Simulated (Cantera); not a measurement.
A perfectly stirred reactor is fed with CH4 : C2H6 : O2 : N2 = 1 : 0.14 : 1.56 : 5.85 (molar parts), at 500000 Pa; it is adiabatic with a 473 K inlet, and is followed from long to short residence time, starting on the burning branch (τ in s: 0.095, 0.04, 0.017, 0.0071, 0.003, 0.0012, 0.00053, 0.00022, 9.3e-05, 3.9e-05, 1.7e-05).

Cantera simulation using GRI-Mech 3.0 (53 species, 325 reactions); the numbers are that mechanism's predictions, not measurements.

x: mole fraction; the columns are a selection and need not sum to one.

```json
[
 {"τ (s)": "0.095", "T (K)": "1982", "x CH4": "0.00195", "x C2H6": "7.19e-7", "x O2": "0.000109", "x N2O": "2.47e-9", "x H2O": "0.160", "x CO2": "0.0370", "x HCO": "4.85e-8"},
 {"τ (s)": "0.040", "T (K)": "1988", "x CH4": "0.00298", "x C2H6": "1.86e-6", "x O2": "0.000238", "x N2O": "2.73e-9", "x H2O": "0.163", "x CO2": "0.0378", "x HCO": "6.02e-8"},
 {"τ (s)": "0.017", "T (K)": "1992", "x CH4": "?", "x C2H6": "?", "x O2": "?", "x N2O": "?", "x H2O": "0.166", "x CO2": "0.0387", "x HCO": "?"},
 {"τ (s)": "0.0071", "T (K)": "1995", "x CH4": "0.00556", "x C2H6": "1.00e-5", "x O2": "0.00107", "x N2O": "4.04e-9", "x H2O": "0.169", "x CO2": "0.0394", "x HCO": "1.32e-7"},
 {"τ (s)": "0.0030", "T (K)": "1990", "x CH4": "0.00703", "x C2H6": "2.23e-5", "x O2": "0.00219", "x N2O": "6.06e-9", "x H2O": "0.171", "x CO2": "0.0395", "x HCO": "2.36e-7"},
 {"τ (s)": "0.0012", "T (K)": "1970", "x CH4": "0.00891", "x C2H6": "5.50e-5", "x O2": "0.00465", "x N2O": "1.08e-8", "x H2O": "0.172", "x CO2": "0.0382", "x HCO": "4.81e-7"},
 {"τ (s)": "0.00053", "T (K)": "1923", "x CH4": "0.0116", "x C2H6": "0.000145", "x O2": "0.00972", "x N2O": "2.12e-8", "x H2O": "0.170", "x CO2": "0.0347", "x HCO": "9.71e-7"},
 {"τ (s)": "0.00022", "T (K)": "473", "x CH4": "0.117", "x C2H6": "0.0164", "x O2": "0.182", "x N2O": "<1e-12", "x H2O": "<1e-12", "x CO2": "<1e-12", "x HCO": "<1e-12"},
 {"τ (s)": "9.3e-5", "T (K)": "473", "x CH4": "0.117", "x C2H6": "0.0164", "x O2": "0.182", "x N2O": "<1e-12", "x H2O": "<1e-12", "x CO2": "<1e-12", "x HCO": "<1e-12"},
 {"τ (s)": "3.9e-5", "T (K)": "473", "x CH4": "0.117", "x C2H6": "0.0164", "x O2": "0.182", "x N2O": "<1e-12", "x H2O": "<1e-12", "x CO2": "<1e-12", "x HCO": "<1e-12"},
 {"τ (s)": "1.7e-5", "T (K)": "473", "x CH4": "0.117", "x C2H6": "0.0164", "x O2": "0.182", "x N2O": "<1e-12", "x H2O": "<1e-12", "x CO2": "<1e-12", "x HCO": "<1e-12"}
]
```

### Question
Complete the blanks.

### Answer

- 0.017, x CH4: 0.00419
- 0.017, x C2H6: 4.39e-6
- 0.017, x O2: 0.000508
- 0.017, x N2O: 3.10e-9
- 0.017, x HCO: 8.32e-8
